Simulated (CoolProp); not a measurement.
A single-stage vapour-compression cycle with R115: evaporating at 203.15 K (dew point), condensing at 245.15 K (bubble point), superheat 5 K, subcooling 8 K, compressor efficiency 0.9, no pressure losses. Each further row changes one setting.

Computed with CoolProp (reference Helmholtz-energy equation of state, Lemmon 2016).

| case | cooling COP | pressure ratio | discharge temperature (K) | refrigerating effect (kJ/kg) | volumetric capacity (kJ/m³) |
|---|---|---|---|---|---|
| as stated | 3.86 | 8.15 | 256.3 | 108 | 195 |
| evaporating temperature 208.15 K | 4.60 | 6.03 | 254.8 | 111 | 265 |
| condensing temperature 240.15 K | 4.50 | 6.64 | 251.3 | 113 | 204 |
| subcooling 13 K | 4.03 | 8.15 | 256.3 | 113 | 204 |
| superheat 15 K | 3.88 | 8.15 | 267.1 | 114 | 196 |
| compressor efficiency 0.8 | 3.43 | 8.15 | 261.4 | 108 | 195 |
